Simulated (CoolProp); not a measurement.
Saturation properties of R1336mzz(Z).

Values from CoolProp's reference Helmholtz-energy equation of state, McLinden 2020.

| T (K) | p (kPa) | vapour density (kg/m³) | enthalpy of vaporisation (kJ/kg) | liquid cp (kJ/(kg K)) |
|---|---|---|---|---|
| 265.1 | 16.51 | 1.247 | 182.9 | 1.153 |
| 276.5 | 29.04 | 2.118 | 178.0 | 1.176 |
| 287.9 | 48.39 | 3.423 | 173.1 | 1.200 |
| 299.4 | 77.23 | 5.320 | 167.9 | 1.223 |
| 310.8 | 117.9 | 7.943 | 162.6 | 1.247 |
| 322.2 | 173.6 | 11.50 | 157.0 | 1.272 |
| 333.7 | 248.7 | 16.28 | 151.0 | 1.297 |
| 345.1 | 345.7 | 22.48 | 144.8 | 1.325 |
| 356.6 | 470.4 | 30.59 | 137.9 | 1.356 |
| 368 | 625.1 | 40.94 | 130.6 | 1.391 |
| 379.4 | 815.5 | 54.25 | 122.6 | 1.433 |
| 390.9 | 1049 | 71.65 | 113.5 | 1.488 |
| 402.3 | 1328 | 94.38 | 103.2 | 1.564 |

It boils at 306.6 K under 1 atm.
